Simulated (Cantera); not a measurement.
A freely propagating, adiabatic, planar premixed flame of 41.6 % H₂, 12.2 % O₂, 46.2 % N₂, equivalence ratio 1.7, unburnt at 698 K and 850000 Pa; multicomponent+Soret transport, grid criteria slope 0.08 and curve 0.16, no radiation.

Cantera simulation using the H2/O2 subset of GRI-Mech 3.0, which has no nitrogen chemistry; the numbers are that mechanism's predictions, not measurements. The hydrogen kinetics of GRI-Mech 3.0 are dated; newer H2 mechanisms differ, most at raised pressure. Burning velocities carry a grid error of a few per cent, more on coarse grids.

Q: Predict: laminar burning velocity; thermal thickness; peak x(OH); peak x(H₂O₂); peak x(HO₂).

A: 
```
Quantity                     Result
------------------------  ---------
laminar burning velocity  1130 cm/s
thermal thickness         0.0302 mm
peak x(OH)                  0.00875
peak x(H₂O₂)                6.18e-5
peak x(HO₂)                 0.00110
```
